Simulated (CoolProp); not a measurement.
Saturation properties of carbon monoxide (Tc = -140.3 °C, pc = 34.98 bar, ω = 0.050).

Computed with CoolProp (reference Helmholtz-energy equation of state, Lemmon 2006). It is a short technical equation, of lower accuracy than the large ones.

```csv
T (°C),p (bar),liquid density (kg/m³),vapour Z
-188.65,1.387,780.6,0.9484
-184.05,2.193,759.6,0.9286
-179.45,3.307,737.6,0.9047
-174.85,4.790,714.4,0.8765
-170.25,6.705,689.6,0.8436
-165.65,9.120,662.9,0.8056
-161.05,12.10,633.7,0.7617
-156.45,15.73,601.1,0.7108
-151.85,20.07,563.2,0.6506
```

It boils at -191.5 °C under 1 atm.
